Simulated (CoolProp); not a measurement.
Saturated liquid density (kg/m³) of octamethylcyclotetrasiloxane (D4): the reference equation beside estimates from Tc = 586.5 K, pc = 13.47 bar, ω = 0.598. Rackett uses Z = 0.29056 − 0.08775 ω.

The numbers come from the reference Helmholtz-energy equation of state, Thol 2015 in CoolProp.

```json
[
 {"T (K)": "370.1", "reference": "866.8", "Rackett": "1013", "van der Waals": "494.2"},
 {"T (K)": "380.8", "reference": "853.8", "Rackett": "997.4", "van der Waals": "487.5"},
 {"T (K)": "391.4", "reference": "840.8", "Rackett": "981.6", "van der Waals": "480.7"},
 {"T (K)": "402.1", "reference": "827.4", "Rackett": "965.3", "van der Waals": "473.5"},
 {"T (K)": "412.8", "reference": "813.8", "Rackett": "948.6", "van der Waals": "466.2"},
 {"T (K)": "423.4", "reference": "800.0", "Rackett": "931.6", "van der Waals": "458.6"},
 {"T (K)": "434.1", "reference": "785.7", "Rackett": "?", "van der Waals": "450.7"},
 {"T (K)": "444.8", "reference": "771.1", "Rackett": "895.7", "van der Waals": "?"},
 {"T (K)": "455.4", "reference": "756.1", "Rackett": "877.1", "van der Waals": "434.0"},
 {"T (K)": "466.1", "reference": "?", "Rackett": "857.6", "van der Waals": "425.0"},
 {"T (K)": "476.8", "reference": "724.3", "Rackett": "837.3", "van der Waals": "415.6"},
 {"T (K)": "487.4", "reference": "707.5", "Rackett": "816.3", "van der Waals": "405.8"},
 {"T (K)": "498.1", "reference": "689.7", "Rackett": "794.0", "van der Waals": "395.3"},
 {"T (K)": "508.8", "reference": "?", "Rackett": "?", "van der Waals": "384.2"}
]
```

Task: What belongs in the gaps?

Result: 
- 434.1, Rackett: 913.9
- 444.8, van der Waals: 442.5
- 466.1, reference: 740.5
- 508.8, reference: 670.7
- 508.8, Rackett: 770.3

Absolute difference from the reference over all 14 rows, mean and median: Rackett 16.1 and 16.2 %, van der Waals 42.7 and 42.7 %.
